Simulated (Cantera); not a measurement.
Charge: 1 mol Si₂Cl₆, 56 mol N₂, 0.62 mol H₂, held at 39.0 mbar.

Method: chemical equilibrium by Gibbs-energy minimisation in Cantera with the NASA 1993 tables (ideal gas, pure condensed phases). Candidate condensed phases: NH₄Cl, Si, Si₃N₄; 28 gas species. The feed counts by its element totals alone. N₂ is the only nitrogen source here; it is nearly inert below about 1500 K, so the nitride shown seldom forms there in practice. The tables' values for SiCl₃ are old estimates; treat these amounts as uncertain. Rates play no part.

x: gas mole fraction; n: condensed amount in mol.

| T (°C) | x N₂ | x SiCl₂ | x SiCl₄ | x HCl | x SiCl₃ | x H₂ | x Cl | n Si₃N₄(s) |
|---|---|---|---|---|---|---|---|---|
| 750 | 0.958 | 9.38e-7 | 0.0209 | 0.0197 | 3.05e-5 | (withheld) | 1.32e-8 | 0.262 |
| 825 | 0.958 | 8.95e-6 | 0.0208 | 0.0199 | 0.000115 | (withheld) | 8.19e-8 | 0.262 |
| 900 | 0.958 | 6.35e-5 | 0.0206 | 0.0200 | 0.000364 | 0.000679 | 4.02e-7 | 0.261 |
| 975 | 0.958 | 0.000350 | 0.0199 | 0.0201 | 0.000983 | 0.000630 | 1.62e-6 | 0.256 |
| 1050 | 0.957 | 0.00154 | 0.0183 | 0.0201 | 0.00227 | 0.000604 | 5.52e-6 | 0.238 |
| 1125 | 0.955 | 0.00535 | 0.0148 | 0.0200 | 0.00431 | 0.000615 | 1.59e-5 | 0.191 |
| 1200 | 0.950 | 0.0140 | 0.00901 | 0.0197 | 0.00608 | (withheld) | 3.83e-5 | 0.0957 |
| 1275 | 0.946 | 0.0236 | 0.00419 | 0.0193 | 0.00595 | (withheld) | 8.59e-5 | 0 |

**Question.** Fill in the missing entries.

**Answer.** 
- 750, x H₂: 0.000834
- 825, x H₂: 0.000746
- 1200, x H₂: 0.000711
- 1275, x H₂: 0.000786
